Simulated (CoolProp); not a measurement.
Vapour-liquid equilibrium of R22 (1) + R152A (2) at 0.0386 MPa; x and y are mole fractions of (1).

The numbers come from the multi-fluid Helmholtz-energy mixture model, Kamei 1995 and Outcalt 1996; pair parameters Bell 2016 in CoolProp.

```json
[
 {"x": "0.05", "bubble temperature (°C)": "-44.7", "y at the bubble point": "?", "dew temperature at overall composition x (°C)": "-44.3", "liquid density (mol/L)": "15.97"},
 {"x": "0.2", "bubble temperature (°C)": "-47.2", "y at the bubble point": "0.335", "dew temperature at overall composition x (°C)": "-45.8", "liquid density (mol/L)": "16.12"},
 {"x": "0.35", "bubble temperature (°C)": "-49.7", "y at the bubble point": "0.534", "dew temperature at overall composition x (°C)": "-47.4", "liquid density (mol/L)": "16.27"},
 {"x": "0.5", "bubble temperature (°C)": "-52.1", "y at the bubble point": "0.696", "dew temperature at overall composition x (°C)": "-49.2", "liquid density (mol/L)": "16.42"},
 {"x": "0.65", "bubble temperature (°C)": "?", "y at the bubble point": "0.822", "dew temperature at overall composition x (°C)": "-51.4", "liquid density (mol/L)": "16.58"},
 {"x": "0.8", "bubble temperature (°C)": "-56.8", "y at the bubble point": "0.917", "dew temperature at overall composition x (°C)": "?", "liquid density (mol/L)": "16.73"},
 {"x": "0.95", "bubble temperature (°C)": "-58.9", "y at the bubble point": "0.983", "dew temperature at overall composition x (°C)": "-57.8", "liquid density (mol/L)": "16.87"}
]
```

Task: Fill in the missing entries.

Result: 
- 0.05, y at the bubble point: 0.092
- 0.65, bubble temperature (°C): -54.5
- 0.8, dew temperature at overall composition x (°C): -54.1

No azeotrope shows between x = 0.05 and 0.95.

The pair parameters rest on a limited set of measurements; away from them the model extrapolates.
